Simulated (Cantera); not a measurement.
Feed: 1 mol SiCl4, 0.59 mol H2, equilibrated at 923 K and 0.133 bar.

Cantera equilibrium calculation (NASA polynomials, part measured and part estimated; ideal gas, pure solids and liquids). Candidate condensed phases: Si; 19 gas species. The tables' values for SiCl3 are old estimates; treat these amounts as uncertain. The numbers say what is thermodynamically allowed, not how fast it happens.

What is the equilibrium state?

x(SiCl4): 0.601
x(H2): 0.344
x(HCl): 0.0277
x(SiHCl3): 0.0266
x(SiCl3): 0.000739
x(SiH2Cl2): 0.000115
x(SiCl2): 3.66e-5
gas amount: 1.591 mol
log10 activity of Si(s) (absent): -1.94
